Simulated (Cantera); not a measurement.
A Cantera script and its output.

```python
import numpy as np
import cantera as ct

gas = ct.Solution("gri30.yaml")
gas.TPX = 848, 13332, {'H2': 1.7, 'O2': 1, 'N2': 2.8}
reactor = ct.IdealGasConstPressureReactor(gas, energy="off", clone=False)
net = ct.ReactorNet([reactor])
net.rtol, net.atol = 1e-08, 1e-18
show = ['H2', 'O2', 'O', 'N2O', 'H2O2']
times = np.geomspace(2e-06, 200, 15)

steps = ct.SolutionArray(gas, extra=["t"])
rows = []
print(f"{'t/s':>10s}{'T/K':>9s}{'P/Pa':>11s}" + "".join(f"{s:>11s}" for s in show))
for t in times:
    while net.time < t:
        t_next = net.step()
        steps.append(gas.state, t=t_next)
    rows.append([np.interp(t, steps.t, y) for y in (steps.T, steps.P, *steps(*show).X.T)])
    print(f"{t:10.3e}{rows[-1][0]:9.1f}{rows[-1][1]:11.4g}" + "".join(f"{x:11.3e}" for x in rows[-1][2:]))
rate = np.gradient(steps.T, steps.t)
print("integrator steps:", len(steps.t))
if steps.T.max() > steps.T[0] + 200:
    print(f"time of steepest temperature rise: {steps.t[rate.argmax()]:.4e} s")
gas.TPX = 848, 13332, {'H2': 1.7, 'O2': 1, 'N2': 2.8}
gas.equilibrate("TP")
print(f"equilibrium (TP): T = {gas.T:.1f} K  " + "  ".join(f"{s} {gas[s].X[0]:.3e}" for s in show))
```

Result:

```
       t/s      T/K       P/Pa         H2         O2          O        N2O       H2O2
 2.000e-06    848.0  1.333e+04  3.091e-01  1.818e-01  3.156e-16  7.927e-25  2.950e-19
 7.455e-06    848.0  1.333e+04  3.091e-01  1.818e-01  3.980e-15  7.613e-24  4.089e-18
 2.779e-05    848.0  1.333e+04  3.091e-01  1.818e-01  4.154e-14  2.130e-22  5.818e-17
 1.036e-04    848.0  1.333e+04  3.091e-01  1.818e-01  2.981e-13  6.043e-21  8.903e-16
 3.861e-04    848.0  1.333e+04  3.091e-01  1.818e-01  2.119e-12  1.500e-19  1.799e-14
 1.439e-03    848.0  1.333e+04  3.091e-01  1.818e-01  8.467e-11  1.206e-17  1.462e-12
 5.365e-03    848.0  1.333e+04  3.059e-01  1.804e-01  8.026e-05  8.620e-12  5.151e-07
 2.000e-02    848.0  1.333e+04  7.009e-02  6.614e-02  2.865e-07  1.328e-09  9.599e-06
 7.455e-02    848.0  1.333e+04  7.005e-02  6.614e-02  2.452e-09  1.329e-09  2.313e-05
 2.779e-01    848.0  1.333e+04  7.002e-02  6.612e-02  2.737e-09  1.330e-09  2.879e-05
 1.036e+00    848.0  1.333e+04  6.987e-02  6.604e-02  4.948e-09  1.334e-09  5.172e-05
 3.861e+00    848.0  1.333e+04  6.803e-02  6.508e-02  1.713e-08  1.373e-09  1.713e-04
 1.439e+01    848.0  1.333e+04  5.514e-02  5.884e-02  2.146e-08  1.630e-09  1.922e-04
 5.365e+01    848.0  1.333e+04  2.312e-02  4.338e-02  2.143e-08  2.600e-09  1.098e-04
 2.000e+02    848.0  1.333e+04  2.134e-04  3.236e-02  1.949e-09  5.077e-09  1.838e-06
integrator steps: 2101
equilibrium (TP): T = 848.0 K  H2 2.371e-12  O2 3.226e-02  O 3.375e-13  N2O 4.764e-11  H2O2 6.845e-12
```

Detailed kinetics in Cantera: GRI-Mech 3.0 (53 species, 325 reactions). Radical loss at walls, strong at low pressure, is not modelled. Below about 950 K walls govern HO2 and H2O2 in real vessels. The temperature is held fixed by assumption; the heat of reaction is taken as removed at once.
